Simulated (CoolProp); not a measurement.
Properties of ammonia along the isobar 0.887 MPa (Tc = 132.4 °C, pc = 11.36 MPa, ω = 0.256).

Values from CoolProp's reference Helmholtz-energy equation of state, Gao 2020.

```json
[
 {"T (°C)": "23.05", "phase": "gas", "Z": "0.8951", "speed of sound (m/s)": "406.5"},
 {"T (°C)": "55.75", "phase": "gas", "Z": "0.9338", "speed of sound (m/s)": "438.1"},
 {"T (°C)": "88.35", "phase": "gas", "Z": "0.9545", "speed of sound (m/s)": "463.8"},
 {"T (°C)": "121.05", "phase": "gas", "Z": "0.9673", "speed of sound (m/s)": "486.3"},
 {"T (°C)": "153.65", "phase": "gas", "Z": "0.9756", "speed of sound (m/s)": "506.7"},
 {"T (°C)": "186.25", "phase": "gas", "Z": "0.9815", "speed of sound (m/s)": "525.7"},
 {"T (°C)": "218.95", "phase": "gas", "Z": "0.9857", "speed of sound (m/s)": "543.6"},
 {"T (°C)": "251.55", "phase": "gas", "Z": "0.9888", "speed of sound (m/s)": "560.7"}
]
```
